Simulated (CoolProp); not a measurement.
A Linde-Hampson liquefier for ethane: isothermal reversible compression at 320 K from 1 atm to 10 MPa, throttling to 1 atm, return gas leaving the recuperator 5 K below the feed. Each further row changes one setting.

Model: reference Helmholtz-energy equation of state, Bücker 2006, in CoolProp.

| case | liquid yield per pass | compression work (kJ/kg of gas) |
|---|---|---|
| as stated | [?] | 338 |
| high pressure 20 MPa | [?] | [?] |
| warm-end temperature 350 K | [?] | [?] |
| warm-end gap 10 K | [?] | 338 |

Problem. Fill in the missing entries.

Solution. 
- as stated, liquid yield per pass: 0.426
- high pressure 20 MPa, liquid yield per pass: 0.458
- high pressure 20 MPa, compression work (kJ/kg of gas): 366
- warm-end temperature 350 K, liquid yield per pass: 0.279
- warm-end temperature 350 K, compression work (kJ/kg of gas): 395
- warm-end gap 10 K, liquid yield per pass: 0.418
